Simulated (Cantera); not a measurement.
Hydrogen reduction and annealing atmospheres: Al₂O₃ + H₂ + N₂

Charge: 1 mol Al₂O₃, 88 mol H₂, 20 mol N₂, at 1652 °C and 0.320 bar.

Cantera equilibrium calculation (NASA polynomials, part measured and part estimated; ideal gas, pure solids and liquids). Candidate condensed phases: Al, AlN, Al₂O₃, H₂O; 35 gas species. Equilibrium is a limit: real reactors are often held back by kinetics, nucleation or transport.

```json
{
  "x(H₂)": "0.813",
  "x(N₂)": "0.185",
  "x(H)": "0.00152",
  "x(H₂O)": "6.68e-5",
  "x(Al)": "2.74e-5",
  "x(Al₂O)": "8.61e-6",
  "x(AlH)": "4.63e-6",
  "x(AlOH)": "3.21e-6",
  "x(NH₃)": "2.31e-6",
  "n(Al₂O₃(s))": "0.997 mol",
  "gas_amount": "108.1 mol",
  "log10 activity of Al(l) (absent)": "-2.53"
}
```
